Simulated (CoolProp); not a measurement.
Vapour-liquid equilibrium of R142b (1) + R113 (2) at 0.18 MPa; x and y are mole fractions of (1).

Model: multi-fluid Helmholtz-energy mixture model, Lemmon 2006 and Marx 1992; pair parameters Bell 2016, in CoolProp.

Task: Give the bubble temperature and the first vapour's composition at x = 0.05, 0.5, 0.65. Is there an azeotrope?

Result: x = 0.05: 330.6 K, y = 0.255; x = 0.5: 293.9 K, y = 0.877; x = 0.65: 288.5 K, y = 0.925. No azeotrope shows between x = 0.05 and 0.95.

The pair parameters rest on a limited set of measurements; away from them the model extrapolates.
